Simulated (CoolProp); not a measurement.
Water at 912.58 K and 0.345 MPa flows at 0.17 m/s in a round tube of 25 mm bore and 1.5 µm roughness, fully developed (64/Re and Nu = 3.66 if laminar; Colebrook and Gnielinski if turbulent). Each further row changes one setting.

Values from CoolProp's reference Helmholtz-energy equation of state, Wagner 2002.

```
case               Reynolds number  Darcy friction factor  pressure drop (Pa/m)  heat-transfer coefficient (W/(m² K))  mass flow (kg/h)
-----------------  ---------------  ---------------------  --------------------  ------------------------------------  ----------------
as stated                      [?]                    [?]                 0.298                                  12.4               [?]
velocity 0.34 m/s              204                  0.314                   [?]                                  12.4               [?]
diameter 50 mm                 204                  0.314                   [?]                                  6.18               [?]
```

### Question
Complete the blanks.

### Answer

- as stated, Reynolds number: 102
- as stated, Darcy friction factor: 0.628
- as stated, mass flow (kg/h): 0.246
- velocity 0.34 m/s, pressure drop (Pa/m): 0.595
- velocity 0.34 m/s, mass flow (kg/h): 0.493
- diameter 50 mm, pressure drop (Pa/m): 0.0744
- diameter 50 mm, mass flow (kg/h): 0.986

Viscosity comes from a separate model (Huber 2009). Thermal conductivity comes from a separate model (Huber 2012).
